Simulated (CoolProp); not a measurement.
The numbers come from the reference Helmholtz-energy equation of state, Pan 2012 in CoolProp.

Give the vapour pressure (kPa), surface tension (mN/m), liquid viscosity (µPa s) of saturated R236FA at 319.8, 325.9 K.


```json
[
 {"T (K)": "319.8", "p (kPa)": "530", "surface tension (mN/m)": "7.07", "liquid viscosity (µPa s)": "219"},
 {"T (K)": "325.9", "p (kPa)": "629", "surface tension (mN/m)": "6.39", "liquid viscosity (µPa s)": "203"}
]
```

Viscosity comes from a separate model (Huber 2003), an estimate that may be off by 10 % or more. Surface tension comes from a separate correlation (Mulero 2012).
